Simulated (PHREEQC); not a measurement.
Make-up at 25 °C: 0.084 mol CdSO4, 0.0039 mol Na2SO4 and 0.075 mol NiCl2 per kg of water. Closed to the air; pH follows from the charge balance.

All values are PHREEQC results (ion-association model, wateq4f.dat), not measurements.

Precipitation was switched off in this run.

Order these S species by the share of S that they hold, largest first: SO4-2, NiSO4, NaSO4-, CdSO4, Cd(SO4)2-2.

SO4-2 (44 %), NiSO4 (28 %), CdSO4 (15 %), Cd(SO4)2-2 (12 %), NaSO4- (0.42 %)

Order these Ni species by the share of Ni that they hold, largest first: NiSO4, NiCl2, NiCl+, Ni+2.

Ni+2 (63 %), NiSO4 (33 %), NiCl+ (3.9 %), NiCl2 (0.59 %)

The pH is 5.63 and the ionic strength 0.288 mol/kgw. Complexes and solids missing from the database can't appear.
